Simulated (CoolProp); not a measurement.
R21 along the isobar 54.4 bar: fugacity coefficient from the reference equation and from simpler models built on Tc = 179.6 °C, pc = 52.89 bar, ω = 0.206; each cubic takes its own stable root.

Model: reference Helmholtz-energy equation of state, Platzer 1990, in CoolProp. This equation is an older, rougher fit; its heat capacities, sound speeds and derivatives of the liquid may be far off and weren't checked against measurements.

```csv
T (°C),phase,reference
32.55,liquid,0.04724
53.45,liquid,0.08467
74.35,liquid,0.1384
95.25,liquid,0.2100
116.25,liquid,0.2996
137.15,liquid,0.4046
158.05,liquid,0.5212
199.85,supercritical,0.7073
```

**Question.** How far does each simpler model (van der Waals, Redlich-Kwong, Peng-Robinson) lie from the reference over these 8 states: mean and median of the absolute difference, and the worst?

**Answer.** 
- van der Waals: mean 92.6 %, median 63.3 %, worst +272.4 % at 32.55 °C and 54.4 bar
- Redlich-Kwong: mean 20.4 %, median 18.4 %, worst +45.7 % at 32.55 °C and 54.4 bar
- Peng-Robinson: mean 0.9 %, median 0.6 %, worst -2.9 % at 199.85 °C and 54.4 bar
